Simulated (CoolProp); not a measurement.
Saturated liquid density (kg/m³) of benzene: the reference equation beside estimates from Tc = 562.0 K, pc = 49.06 bar, ω = 0.211. Rackett uses Z = 0.29056 − 0.08775 ω.

Values from CoolProp's reference Helmholtz-energy equation of state, Thol 2012.

```
T (K)  reference  Rackett  Soave-Redlich-Kwong  Peng-Robinson
-----  ---------  -------  -------------------  -------------
389        772.0    763.8                705.9          799.2
409.4      747.0    739.2                680.2          770.9
429.8      720.6    713.0                651.8          739.3
450.2      692.4    684.9                620.2          703.9
470.6      661.7    654.2                584.7          663.5
491        627.3    619.8                543.9          616.8
511.4      587.0    580.0                496.0          561.2
531.8      535.6    530.2                436.6          491.5
```

Absolute difference from the reference over all 8 rows, mean and median: Rackett 1.1 and 1.1 %, Soave-Redlich-Kwong 12.0 and 11.0 %, Peng-Robinson 3.2 and 2.9 %.
